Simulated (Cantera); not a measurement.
A Cantera script and its output.

```python
import numpy as np
import cantera as ct

gas = ct.Solution("h2o2.yaml")
gas.TPX = 550, 1000000, {'H2': 1, 'O2': 0.769, 'N2': 2.89}
flame = ct.FreeFlame(gas, width=0.008)
flame.set_refine_criteria(ratio=3, slope=0.08, curve=0.16)
flame.transport_model = "mixture-averaged"
flame.solve(loglevel=0, auto=True)
z, T = flame.grid, flame.T
thick = (T[-1] - T[0]) / np.gradient(T, z).max()
show = ['H2', 'O2', 'OH', 'O', 'H2O', 'H']
print(f"laminar burning velocity  {flame.velocity[0] * 100:.3f} cm/s")
print(f"burnt temperature         {T[-1]:.1f} K")
print(f"thermal thickness         {thick * 1e3:.4f} mm")
print(f"grid points               {len(z)}")
z0 = z[flame.heat_release_rate.argmax()]
print(f"{'z/mm':>9s}{'T/K':>9s}{'u/(m/s)':>9s}" + "".join(f"{s:>11s}" for s in show))
rows = []
for k in (-3, -2, -1.5, -1, -0.5, -0.25, 0, 0.25, 0.5, 1, 2, 4, 8):
    zz = z0 + k * thick
    rows.append([k * thick, np.interp(zz, z, T), np.interp(zz, z, flame.velocity),
                 *(np.interp(zz, z, flame.X[gas.species_index(s)]) for s in show)])
    print(f"{rows[-1][0] * 1e3:9.3f}{rows[-1][1]:9.1f}{rows[-1][2]:9.3f}" + "".join(f"{x:11.3e}" for x in rows[-1][3:]))
```

Output:

```
laminar burning velocity  145.396 cm/s
burnt temperature         2075.7 K
thermal thickness         0.0338 mm
grid points               112
     z/mm      T/K  u/(m/s)         H2         O2         OH          O        H2O          H
   -0.101    550.7    1.449  2.108e-01  1.659e-01  5.715e-13  2.222e-11  4.670e-05  8.154e-14
   -0.068    554.0    1.445  2.028e-01  1.675e-01  1.390e-11  4.951e-10  3.344e-04  1.912e-12
   -0.051    560.9    1.447  1.929e-01  1.693e-01  1.248e-10  3.671e-09  1.044e-03  1.649e-11
   -0.034    597.5    1.503  1.684e-01  1.726e-01  7.403e-09  8.225e-08  5.793e-03  1.073e-09
   -0.017    826.8    1.994  1.146e-01  1.673e-01  2.016e-05  1.189e-05  4.002e-02  1.334e-05
   -0.008   1151.8    2.736  7.670e-02  1.468e-01  4.470e-04  2.428e-04  8.888e-02  4.448e-04
    0.000   1509.3    3.566  4.120e-02  1.155e-01  2.187e-03  1.385e-03  1.474e-01  2.019e-03
    0.008   1746.5    4.124  1.891e-02  9.074e-02  4.986e-03  2.508e-03  1.874e-01  2.774e-03
    0.017   1876.3    4.429  9.193e-03  7.887e-02  6.748e-03  2.618e-03  2.063e-01  2.167e-03
    0.034   1988.5    4.685  3.434e-03  7.243e-02  6.668e-03  1.677e-03  2.191e-01  8.609e-04
    0.068   2048.8    4.818  1.085e-03  7.116e-02  4.470e-03  6.135e-04  2.253e-01  1.719e-04
    0.135   2070.1    4.864  3.124e-04  7.126e-02  2.653e-03  1.989e-04  2.277e-01  2.952e-05
    0.270   2075.1    4.874  1.549e-04  7.139e-02  2.004e-03  1.108e-04  2.283e-01  1.173e-05
```

Detailed kinetics in Cantera: the H2/O2 subset of GRI-Mech 3.0, which has no nitrogen chemistry. The hydrogen kinetics of GRI-Mech 3.0 are dated; newer H2 mechanisms differ, most at raised pressure. Burning velocities carry a grid error of a few per cent, more on coarse grids. Lean hydrogen flames are cellular in practice and burn faster than this planar one.
